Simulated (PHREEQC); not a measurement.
A solution holds 0.086 mol H3PO4 and 0.13 mol KOH per kg of water, at 25 °C. Closed to the air; pH follows from the charge balance.

The numbers come from PHREEQC with the ion-association model, phreeqc.dat.

| Quantity | Value |
|---|---|
| pH | 6.82 |
| ionic strength | 0.168 mol/kgw |
| specific conductance | 11300 µS/cm |
| density | 1.007 g/cm³ |
| total alkalinity | 44.0 meq/kg |

```
species  molality  activity   log γ
-------  --------  --------  ------
K+          0.127    0.0921  -0.140
H2PO4-     0.0420    0.0318  -0.121
HPO4-2     0.0409    0.0129  -0.500
KHPO4-    0.00307   0.00232  -0.121
H3PO4     6.86e-7   7.13e-7   0.017
PO4-3     6.40e-7   3.83e-8  -1.223
H+        1.89e-7   1.52e-7  -0.094
OH-       9.18e-8   6.62e-8  -0.142
```

Precipitation was switched off in this run.
